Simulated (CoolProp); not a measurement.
Properties of n-octane along the isotherm 235.65 °C.

The numbers come from the reference Helmholtz-energy equation of state, Beckmüller 2019 in CoolProp.

| p (MPa) | phase | Joule-Thomson coefficient (K/MPa) | isothermal compressibility (1/MPa) |
|---|---|---|---|
| 0.443 | gas | 13.33 | 2.544 |
| 0.887 | gas | 17.68 | 1.578 |
| 1.33 | liquid | 0.5045 | 0.01903 |
| 1.77 | liquid | 0.4345 | 0.01728 |
| 2.22 | liquid | 0.3749 | 0.01583 |
| 2.66 | liquid | 0.3255 | 0.01465 |
| 3.1 | liquid | 0.2828 | 0.01366 |
| 3.55 | liquid | 0.2446 | 0.01278 |
| 3.99 | liquid | 0.2117 | 0.01204 |
| 4.43 | liquid | 0.1823 | 0.01139 |
| 4.88 | liquid | 0.1554 | 0.01080 |
| 5.32 | liquid | 0.1315 | 0.01029 |
| 5.77 | liquid | 0.1093 | 0.009816 |
| 6.21 | liquid | 0.08951 | 0.009397 |
